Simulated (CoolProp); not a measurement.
Vapour-liquid equilibrium of acetone (1) + methanol (2) at 66.75 °C; x and y are mole fractions of (1).

The numbers come from the multi-fluid Helmholtz-energy mixture model, Lemmon 2006 and de Reuck 1993; pair parameters Bell 2016 in CoolProp.

| x | bubble pressure (MPa) | y at the bubble point | dew pressure at overall composition x (MPa) | liquid density (mol/L) |
|---|---|---|---|---|
| 0.05 | 0.1175 | 0.100 | 0.1140 | 22.41 |
| 0.15 | 0.1278 | 0.246 | 0.1210 | 20.82 |
| 0.25 | 0.1352 | 0.353 | 0.1281 | 19.42 |
| 0.35 | 0.1406 | 0.440 | 0.1350 | 18.17 |
| 0.45 | 0.1444 | 0.517 | 0.1411 | 17.06 |
| 0.55 | 0.1471 | 0.592 | 0.1457 | 16.06 |
| 0.65 | 0.1486 | 0.667 | 0.1484 | 15.17 |
| 0.75 | 0.1490 | 0.748 | 0.1490 | 14.37 |
| 0.85 | 0.1482 | 0.837 | 0.1480 | 13.64 |
| 0.95 | 0.1459 | 0.940 | 0.1456 | 12.98 |

y crosses x between x = 0.65 and 0.75: the model has an azeotrope there.

Pair parameters are fitted to limited data, so mixtures are less certain than the pure fluids.
